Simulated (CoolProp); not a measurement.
Values from CoolProp's reference Helmholtz-energy equation of state, Akasaka 2015.

**Question.** For R245fa, give the phase and the density (kg/m³), cp (kJ/(kg K)), cv (kJ/(kg K)), conductivity (mW/(m K)) at 363.4 K and 9.88 bar; 427.2 K and 9.88 bar.

**Answer.** 
- 363.4 K and 9.88 bar: gas; density 54.9, cp 1.18, cv 0.987, conductivity 22.5
- 427.2 K and 9.88 bar: gas; density 41.3, cp 1.15, cv 1.05, conductivity 28.1

Thermal conductivity comes from a separate model (Huber 2003), an estimate that may be off by 10 % or more.
